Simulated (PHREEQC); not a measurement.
Solution (13 °C): 170 mmol/kgw HBr, 4.2 mmol/kgw CuSO4 and 2.4 mmol/kgw MnSO4. Closed to the air; pH follows from the charge balance.

All values are PHREEQC results (ion-association model, phreeqc.dat), not measurements.

Each row changes one thing in this solution. No solid was allowed to form.

```json
[
 {"case": "as made", "pH": "0.88", "HSO4- (mol/kgw)": "0.00519", "SO4-2 (mol/kgw)": "0.00127"},
 {"case": "diluted 5-fold with water", "pH": "?", "HSO4- (mol/kgw)": "?", "SO4-2 (mol/kgw)": "0.000556"},
 {"case": "CuSO4 left out", "pH": "0.87", "HSO4- (mol/kgw)": "0.00193", "SO4-2 (mol/kgw)": "0.000454"},
 {"case": "CuSO4 from 0.0042 to 0.00462 mol/kgw", "pH": "0.88", "HSO4- (mol/kgw)": "0.00551", "SO4-2 (mol/kgw)": "0.00135"},
 {"case": "MnSO4 left out", "pH": "0.87", "HSO4- (mol/kgw)": "0.00334", "SO4-2 (mol/kgw)": "0.000799"},
 {"case": "diluted 10-fold with water", "pH": "1.83", "HSO4- (mol/kgw)": "0.000281", "SO4-2 (mol/kgw)": "0.000365"},
 {"case": "temperature from 13 to 25 °C", "pH": "0.88", "HSO4- (mol/kgw)": "0.00542", "SO4-2 (mol/kgw)": "?"},
 {"case": "temperature from 13 to 70 °C", "pH": "?", "HSO4- (mol/kgw)": "0.00611", "SO4-2 (mol/kgw)": "0.000421"}
]
```

### Question
Fill in the missing entries.

### Answer

- diluted 5-fold with water, pH: 1.54
- diluted 5-fold with water, HSO4- (mol/kgw): 0.000732
- temperature from 13 to 25 °C, SO4-2 (mol/kgw): 0.00105
- temperature from 13 to 70 °C, pH: 0.89

Complexes and solids missing from the database can't appear. Constants without temperature data keep their 25 °C values here.
